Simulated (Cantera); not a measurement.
**CO + CO2 + H2 + H2O (carbon deposition, reforming and gasification)**

Input: 1 mol CO, 0.96 mol CO2, 3.7 mol H2, 1.6 mol H2O, held at 875 K.

Method: chemical equilibrium by Gibbs-energy minimisation in Cantera with the NASA 1993 tables (ideal gas, pure condensed phases). Candidate condensed phases: C, C6H6, C7H8, C8H18, H2O; 110 gas species. The ideal-gas law is rough above about 30 bar. Rates play no part.

```csv
P (Pa),log p H2O,log p H2,log p CH4,log p CO2,log p CO,log p C2H6,log p HCOOH
10,-4.67,-4.29,-12.82,-4.85,-4.89,<-16,-15.31
100,-3.67,-3.29,-9.82,-3.85,-3.89,<-15,-13.31
1000,-2.67,-2.29,-6.82,-2.85,-2.89,<-14,-11.31
10000,-1.67,-1.29,-3.84,-1.85,-1.89,-10.68,-9.31
100000,-0.56,-0.37,-1.33,-0.81,-1.04,-6.59,-7.35
1000000,0.63,0.34,0.16,0.23,-0.48,-4.31,-5.60
10000000,1.73,0.93,1.31,1.22,0.00,-2.61,-4.02
```
log p: log10 of the partial pressure in bar; nothing condenses.

From 10.0 Pa to 100 bar nothing is condensed. The main C-bearing gas is CO2 at 10.0 Pa and CH4 at 100 bar.
